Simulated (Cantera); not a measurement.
Charge: 1 mol Si, 0.45 mol H2O, 4.8 mol N2, at 60.0 Pa.

These are equilibrium values from Cantera (NASA tables, ideal gas, pure condensed phases), not measurements of a reactor. Candidate condensed phases: H2O, Si, SiO2, Si2N2O, Si3N4; 35 gas species. N2 is the only nitrogen source here; it is nearly inert below about 1500 K, so the nitride shown seldom forms there in practice. Mutual solubility and eutectic melting of coexisting phases are not modelled. The tables' values for SiN are old estimates; treat these amounts as uncertain. The numbers say what is thermodynamically allowed, not how fast it happens.

log p: log10 of the partial pressure in bar; n: condensed amount in mol.

```tsv
T (K)	log p N2	log p H2	log p SiO	log p Si	n Si2N2O(s)	n Si3N4(s)	n Si(l)
1025	-3.27	-4.24	<-15	<-15	0.450	0.0333	0
1100	-3.27	-4.24	-13.78	<-15	0.450	0.0333	0
1175	-3.27	-4.24	-12.01	<-15	0.450	0.0333	0
1250	-3.27	-4.24	-10.45	-13.50	0.450	0.0333	0
1325	-3.27	-4.24	-9.08	-11.86	0.450	0.0333	0
1400	-3.27	-4.24	-7.85	-10.40	0.450	0.0334	0
1475	-3.27	-4.24	…	…	0.449	0.0338	0
1550	-3.27	-4.25	…	…	0.436	…	0
1625	-3.28	-4.26	-4.87	-6.83	0.340	0.0696	0
1700	-3.30	-4.33	-4.33	-6.17	0	0	0.543
1775	-3.30	-4.34	-4.33	-5.66	0	0	0.528
```

### Question
Some entries are withheld; supply them.

### Answer

- 1550, log p SiO: -5.77
- 1550, log p Si: -7.91
- 1550, n Si3N4(s): 0.0378
- 1475, log p SiO: -6.76
- 1475, log p Si: -9.09
